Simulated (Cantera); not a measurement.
Input: 1 mol Si, 3.9 mol HCl, 0.53 mol H2, 4 mol F2, at 1173 K and 5.10e-5 bar.

Equilibrium computed with Cantera from the NASA thermochemical tables; the gas is ideal and each condensed phase is pure. Candidate condensed phases: Si; 37 gas species. Kinetics and transport are ignored.

Base state: HF 0.496, Cl 0.159, SiF4 0.124, HCl 0.119, Cl2 0.103 (mole fractions); condensed: gas only.

Q: What changes in the equilibrium state with this change: temperature from 1173 K to 1550 K?

A: 
```tsv
species	before	after
HF	0.496	0.450
Cl	0.159	0.329
SiF4	0.124	0.112
Cl2	0.103	0.000842
HCl	0.119	0.108
SiF3	<1e-9	2.49e-5
F	1.02e-6	6.68e-5
```
The tables' values for SiF3 are old estimates; treat these amounts as uncertain.

Q: What changes in the equilibrium state with this change: temperature from 1173 K to 823.15 K?

A: 
| species | before | after |
|---|---|---|
| HF | 0.496 | 0.538 |
| Cl2 | 0.103 | 0.197 |
| SiF4 | 0.124 | 0.135 |
| Cl | 0.159 | 0.000981 |
| HCl | 0.119 | 0.129 |

Q: What changes in the equilibrium state with this change: HCl from 3.9 to 16 mol?

A: 
```json
[
 {"species": "HCl", "before": "0.119", "after": "0.640"},
 {"species": "HF", "before": "0.496", "after": "0.196"},
 {"species": "Cl", "before": "0.159", "after": "0.0852"},
 {"species": "SiF4", "before": "0.124", "after": "0.0490"},
 {"species": "Cl2", "before": "0.103", "after": "0.0295"}
]
```
